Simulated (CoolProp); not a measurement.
n-perfluorobutane along the isotherm 436.2 K: Z from the reference equation and from simpler models built on Tc = 386.3 K, pc = 2.322 MPa, ω = 0.372; each cubic takes its own stable root.

Values from CoolProp's reference Helmholtz-energy equation of state, Gao 2022.

```tsv
p (MPa)	phase	reference	van der Waals	Redlich-Kwong
0.625	gas	0.9419	0.9379	0.9336
1.25	gas	0.8785	0.8686	0.8623
1.88	gas	0.8086	0.7885	0.7842
2.5	supercritical	0.7344	0.6940	0.6996
3.12	supercritical	0.6571	0.5766	0.6080
3.75	supercritical	0.5812	0.4803	0.5226
4.38	supercritical	0.5210	0.4712	0.4787
5	supercritical	0.4905	0.4918	0.4723
5.62	supercritical	0.4851	0.5212	0.4827
6.25	supercritical	0.4945	0.5548	0.5009
6.88	supercritical	0.5118	0.5900	0.5229
7.5	supercritical	0.5331	0.6255	0.5466
8.12	supercritical	0.5567	0.6615	0.5713
8.75	supercritical	0.5821	0.6982	0.5971
9.38	supercritical	0.6085	0.7350	0.6233
10	supercritical	0.6350	0.7712	0.6493
```
